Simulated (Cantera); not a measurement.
Input: 1 mol TiO2, 0.44 mol CH4, 7.4 mol H2, at 29.0 mbar.

Points: T (K) = 1550, 1600, 1650, 1700, 1750, 1800, 1850, 1900.

Cantera's Mixture.equilibrate('TP', solver="vcs", rtol=1e-11, max_steps=5000) on the NASA tables stopped like this:

```
*******************************************************************************
CanteraError thrown by VCS_SOLVE::solve_tp_inner:
vcs_solve_TP: ERROR on step change wt[119:Ti4O7(s)]: -1.3877787807814457e-17 < 0.0
*******************************************************************************
```

**Question.** What got this run through?

**Answer.** This is not unique; one that fits is The failure is numerical, not chemical. The same input converged with solver="gibbs", rtol=1e-10, max_steps=50000, and the result passed a check of the equilibrium conditions:
```
log10 of partial pressures in bar; condensed amounts in mol
       T/K        H2        CO         H       H2O       CO2  Ti2O3(b)  Ti3O5(b)
      1550    -1.560    -2.835    -5.282    -4.896    -6.617    0.3317    0.1122
      1600    -1.560    -2.835    -5.045    -4.773    -6.525    0.3355    0.1097
      1650    -1.561    -2.835    -4.822    -4.657    -6.438    0.3402    0.1065
      1700    -1.561    -2.835    -4.612    -4.549    -6.357    0.3459    0.1027
      1750    -1.561    -2.835    -4.414    -4.448    -6.280    0.3527   0.09822
      1800    -1.562    -2.835    -4.227    -4.353    -6.209    0.3606   0.09293
      1850    -1.562    -2.836    -4.050    -4.265    -6.142    0.3697   0.08684
      1900    -1.563    -2.836    -3.882    -4.183    -6.080    0.3801   0.07991
```

The gas is ideal and each condensed phase is pure. Mutual solubility and eutectic melting of coexisting phases are not modelled.
